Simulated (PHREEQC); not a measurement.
4 g of hydrous ferric oxide (600 m²/g; 0.2 weak and 0.005 strong sites per Fe, Dzombak-Morel constants, diffuse double layer) in 1 kg of water with 0.1 mol/kgw of an inert sodium salt and 0.00021 mol/kgw Na2HAsO4, at 25 °C; the pH is set by adding NaOH or the inert anion's acid. Oxygen is held at 0.21 atm. CO2 from the air is kept out. Nothing may precipitate in this run.

Base run: PHREEQC, ion-association model, wateq4f.dat. Each further column changes one thing. The table gives surface charge σ (C/m²).

```json
[
 {"pH": "3", "base": "0.353", "background salt from 0.1 to 0.01 mol/kgw": "0.323", "oxide from 4 to 20 g/kgw": "0.363"},
 {"pH": "4.33", "base": "0.282", "background salt from 0.1 to 0.01 mol/kgw": "0.181", "oxide from 4 to 20 g/kgw": "0.296"},
 {"pH": "5", "base": "0.207", "background salt from 0.1 to 0.01 mol/kgw": "0.111", "oxide from 4 to 20 g/kgw": "0.219"},
 {"pH": "6.33", "base": "0.079", "background salt from 0.1 to 0.01 mol/kgw": "0.033", "oxide from 4 to 20 g/kgw": "0.086"},
 {"pH": "7.67", "base": "0.011", "background salt from 0.1 to 0.01 mol/kgw": "0.004", "oxide from 4 to 20 g/kgw": "0.015"},
 {"pH": "9", "base": "-0.040", "background salt from 0.1 to 0.01 mol/kgw": "-0.015", "oxide from 4 to 20 g/kgw": "-0.036"},
 {"pH": "9.67", "base": "-0.078", "background salt from 0.1 to 0.01 mol/kgw": "-0.033", "oxide from 4 to 20 g/kgw": "-0.073"},
 {"pH": "11", "base": "-0.200", "background salt from 0.1 to 0.01 mol/kgw": "-0.108", "oxide from 4 to 20 g/kgw": "-0.197"}
]
```

The oxide is taken as insoluble; below pH 4 it would dissolve.
